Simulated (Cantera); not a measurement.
# Adiabatic ignition

An adiabatic, constant-volume homogeneous reactor starts with 5.34 % H₂, 8.59 % O₂, 85.9 % N₂, 0.144 % NO, at 1375 K and 7500 Torr.

Detailed kinetics in Cantera: GRI-Mech 3.0 (53 species, 325 reactions). The hydrogen kinetics of GRI-Mech 3.0 are dated; newer H2 mechanisms differ, most at raised pressure. The mechanism lacks 2 NO + O2 → 2 NO2 and HONO, so NO2 and the effect of NO are under-described below about 1400 K.

| t (s) | T (K) | P (bar) | x H₂ | x O₂ | x NO | x NO₂ | x N₂ | x OH | x HO₂ |
|---|---|---|---|---|---|---|---|---|---|
| 1.00e-6 | 1375 | 10.0 | 0.0534 | 0.0859 | 0.00144 | 1.59e-8 | 0.859 | 3.14e-8 | 1.22e-7 |
| 3.28e-6 | 1375 | 10.0 | 0.0533 | 0.0859 | 0.00144 | 1.62e-6 | 0.859 | 3.17e-6 | 9.44e-6 |
| 1.07e-5 | 1830 | 13.0 | 0.000515 | 0.0600 | 0.00146 | 1.49e-5 | 0.881 | 0.00222 | 3.10e-5 |
| 3.51e-5 | 1856 | 13.1 | 1.99e-5 | 0.0607 | 0.00147 | 1.39e-5 | 0.883 | 0.000500 | 1.95e-6 |
| 0.000115 | 1857 | 13.1 | 6.18e-6 | 0.0608 | 0.00147 | 6.90e-6 | 0.883 | 0.000290 | 8.94e-7 |
| 0.000377 | 1857 | 13.1 | 5.58e-6 | 0.0608 | 0.00147 | 6.42e-6 | 0.883 | 0.000276 | 8.49e-7 |
| 0.00124 | 1857 | 13.1 | 5.57e-6 | 0.0608 | 0.00147 | 6.41e-6 | 0.883 | 0.000276 | 8.48e-7 |
| 0.00405 | 1857 | 13.1 | 5.57e-6 | 0.0608 | 0.00148 | 6.42e-6 | 0.883 | 0.000276 | 8.48e-7 |
| 0.0133 | 1857 | 13.1 | 5.57e-6 | 0.0608 | 0.00148 | 6.43e-6 | 0.883 | 0.000276 | 8.48e-7 |
| 0.0434 | 1857 | 13.1 | 5.57e-6 | 0.0608 | 0.00149 | 6.46e-6 | 0.883 | 0.000276 | 8.48e-7 |
| 0.142 | 1857 | 13.1 | 5.57e-6 | 0.0608 | 0.00151 | 6.57e-6 | 0.883 | 0.000276 | 8.48e-7 |
| 0.466 | 1857 | 13.1 | 5.56e-6 | 0.0607 | 0.00159 | 6.92e-6 | 0.883 | 0.000275 | 8.46e-7 |
| 1.53 | 1856 | 13.1 | 5.53e-6 | 0.0606 | 0.00182 | 7.93e-6 | 0.883 | 0.000274 | 8.42e-7 |
| 5.00 | 1855 | 13.1 | 5.46e-6 | 0.0604 | 0.00233 | 1.01e-5 | 0.882 | 0.000271 | 8.33e-7 |
x: mole fraction; the columns are a selection and need not sum to one.

```
Quantity                                                             Value
---------------------------------  ---------------------------------------
time of steepest temperature rise                                  7.09 µs
temperature at 5.00 s                                               1855 K
equilibrium temperature                                             1853 K
x(H₂) at 5.00 s                    5.46e-6 (gas-phase equilibrium 5.40e-6)
x(O₂) at 5.00 s                      0.0604 (gas-phase equilibrium 0.0601)
x(NO) at 5.00 s                    0.00233 (gas-phase equilibrium 0.00282)
```
